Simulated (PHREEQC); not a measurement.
**Sulfide liquor**

Consider water at 30 °C with 0.014 mol NH4HS and 0.084 mol NaHCO3 per kg of water. Closed to the air; pH follows from the charge balance.

Equilibrium calculation in PHREEQC: ion-association model, phreeqc.dat.

Each row changes one thing in this solution. This is a speciation only: nothing precipitates in the calculation.

```tsv
case	pH	ionic strength (mol/kgw)	NH4+ (mol/kgw)	HS- (mol/kgw)	NaHCO3 (mol/kgw)	CO2 (mol/kgw)
as made	7.98	0.0953	0.0132	0.0132	0.00214	0.00136
NH4HS from 0.014 to 0.0014 mol/kgw	7.98	0.0833	0.00132	0.00132	0.00218	0.00138
temperature from 30 to 70 °C	7.53	0.0926	0.0115	0.0129	0.00164	0.00351
temperature from 30 to 55 °C	7.67	0.0939	0.0124	0.0131	0.00181	0.00246
```

Complexes and solids missing from the database can't appear. Carbamate, which ammonia and carbonate form, is missing from the database. Constants without temperature data keep their 25 °C values here.
